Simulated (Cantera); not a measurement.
Input: 1 mol KCl, 0.9 mol H2, at 0.00133 bar.

Method: chemical equilibrium by Gibbs-energy minimisation in Cantera with the NASA 1993 tables (ideal gas, pure condensed phases). Candidate condensed phases: K, KCl; 10 gas species. Rates play no part. All values below are at 1323 K.

Base state: KCl 0.515, H2 0.474, K2Cl2 0.00522, K 0.00257, HCl 0.00257, H 2.99e-5 (mole fractions); condensed: gas only.

### Question
What changes in the equilibrium state with this change: KCl replaced by FeCl2?

### Answer
```json
[
 {"species": "HCl", "before": "0.00257", "after": "0.408"},
 {"species": "FeCl2", "before": "0", "after": "0.322"},
 {"species": "H2", "before": "0.474", "after": "0.269"},
 {"species": "KCl", "before": "0.515", "after": "0"},
 {"species": "K2Cl2", "before": "0.00522", "after": "0"},
 {"species": "K", "before": "0.00257", "after": "0"},
 {"species": "Fe2Cl4", "before": "0", "after": "2.45e-5"},
 {"species": "Cl", "before": "1.36e-7", "after": "2.87e-5"},
 {"species": "Fe(γ), mol", "before": "0", "after": "0.388"}
]
```
Further candidate phases: Fe, FeCl2, FeCl3.
